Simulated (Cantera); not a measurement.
Feed: 1 mol CS₂, 0.25 mol SO₂, 1 mol O₂, equilibrated at 2973 K and 0.0133 bar.

Cantera equilibrium calculation (NASA polynomials, part measured and part estimated; ideal gas, pure solids and liquids). Candidate condensed phases: C, S; 22 gas species. Rates play no part.

Base state: S 0.310, CO 0.281, SO 0.252, O 0.0741, SO₂ 0.0431, S₂ 0.0235, CO₂ 0.00896, O₂ 0.00688 (mole fractions); condensed: gas only.

### Question
What changes in the equilibrium state with this change: 1.7 mol N₂ added?

### Answer
| species | before | after |
|---|---|---|
| N₂ | 0 | 0.321 |
| S | 0.310 | 0.224 |
| CO | 0.281 | 0.185 |
| SO | 0.252 | 0.156 |
| S₂ | 0.0235 | 0.0123 |
| SO₂ | 0.0431 | 0.0229 |
| O | 0.0741 | 0.0635 |
| NO | 0 | 0.00458 |
| SN | 0 | 9.66e-5 |
| N | 0 | 5.73e-5 |
| S₂O | 0.000175 | 7.85e-5 |
| COS | 2.11e-5 | 1.00e-5 |

### Question
What changes in the equilibrium state with this change: O₂ from 1 to 0.16 mol?

### Answer
```tsv
species	before	after
S	0.310	0.569
CO	0.281	0.288
S₂	0.0235	0.0791
SO	0.252	1.68e-5
O	0.0741	2.69e-6
SO₂	0.0431	<1e-9
CS	1.20e-6	0.0623
O₂	0.00688	<1e-9
CS₂	1.14e-8	0.00109
CO₂	0.00896	3.33e-7
```
